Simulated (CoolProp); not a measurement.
Aqueous ethylene glycol as a coolant, 57 % by mass, freezing at -46.3 °C, 1 atm.

Model: Melinder's fits for secondary coolants, in CoolProp.

| T (°C) | Prandtl number | cp (kJ/(kg K)) | conductivity (W/(m K)) | density (kg/m³) |
|---|---|---|---|---|
| -14.6 | 180 | 2.943 | 0.348 | 1090 |
| -8.3 | 127 | 2.985 | 0.351 | 1088 |
| -2.1 | 93.3 | 3.025 | 0.355 | 1085 |
| 4.1 | 70.5 | 3.065 | ___ | ___ |
| 10.4 | 54.5 | ___ | 0.361 | 1079 |
| 16.6 | 43.4 | 3.143 | 0.364 | 1075 |
| 22.9 | 35.2 | 3.181 | ___ | 1072 |
| 29.1 | 29.2 | 3.218 | 0.371 | 1068 |
| 35.3 | 24.7 | 3.253 | 0.374 | ___ |

What belongs in the gaps?


- 4.1, conductivity (W/(m K)): 0.358
- 4.1, density (kg/m³): 1082
- 10.4, cp (kJ/(kg K)): 3.105
- 22.9, conductivity (W/(m K)): 0.368
- 35.3, density (kg/m³): 1064
